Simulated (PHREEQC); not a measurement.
Acid rinse or clean (model solution)

Consider water at 25 °C with 0.53 mol HCl, 0.35 mol AlCl3 and 0.00025 mol MgCl2 per kg of water. Closed to the air; pH follows from the charge balance.

Model: ion-association model, phreeqc.dat, run in PHREEQC.

Precipitation was switched off in this run.

Estimate the pH, activity of water, density.

pH 0.42; activity of water 0.958; density 1.045 g/cm³.

The ionic strength is past about 0.7 mol/kgw, beyond the range of this activity model, so the values are rough. Complexes and solids missing from the database can't appear.
